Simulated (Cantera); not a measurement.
**Adiabatic ignition**

An adiabatic, constant-volume homogeneous reactor starts with 6.81 % CH3OH, 18.9 % O2, 70.8 % N2, 3.47 % H2O, equivalence ratio 0.54, at 1450 K and 760 Torr.

Cantera simulation using GRI-Mech 3.0 (53 species, 325 reactions); the numbers are that mechanism's predictions, not measurements. GRI-Mech 3.0 was tuned for natural gas; its chemistry of methanol as a main component is partial and can be far from experiment.

```tsv
t (s)	T (K)	P (bar)	x CH3OH	x O2	x H2O	x HO2	x CH3	x H2
3.00e-6	1450	1.01	0.0681	0.189	0.0347	3.50e-6	1.41e-6	2.37e-6
8.23e-6	1450	1.01	0.0680	0.189	0.0347	1.10e-5	3.41e-6	7.32e-6
2.26e-5	1450	1.01	0.0680	0.189	0.0347	3.40e-5	6.56e-6	2.31e-5
6.20e-5	1450	1.01	0.0678	0.189	0.0348	0.000106	6.73e-6	8.96e-5
0.000170	1453	1.02	0.0661	0.188	0.0357	0.000357	3.24e-6	0.000674
0.000468	2580	1.89	<1e-12	0.0833	0.149	1.24e-5	<1e-12	0.00426
0.00128	2605	1.91	<1e-12	0.0818	0.150	1.32e-5	<1e-12	0.00371
0.00352	2597	1.90	<1e-12	0.0792	0.151	1.26e-5	<1e-12	0.00364
0.00967	2588	1.90	<1e-12	0.0767	0.151	1.21e-5	<1e-12	0.00358
0.0265	2586	1.89	<1e-12	0.0762	0.151	1.20e-5	<1e-12	0.00357
0.0729	2586	1.89	<1e-12	0.0762	0.151	1.20e-5	<1e-12	0.00357
0.200	2586	1.89	<1e-12	0.0762	0.151	1.20e-5	<1e-12	0.00357
```
x: mole fraction; the columns are a selection and need not sum to one.

The time of steepest temperature rise comes out as 0.361 ms and the temperature at 0.200 s is 2586 K. The equilibrium temperature is 2586 K and the x(CH3OH) at 0.200 s comes out as <1e-12 (gas-phase equilibrium <1e-12). The x(O2) at 0.200 s comes out as 0.0762 (gas-phase equilibrium 0.0762) and the x(H2O) at 0.200 s comes out as 0.151 (gas-phase equilibrium 0.151).
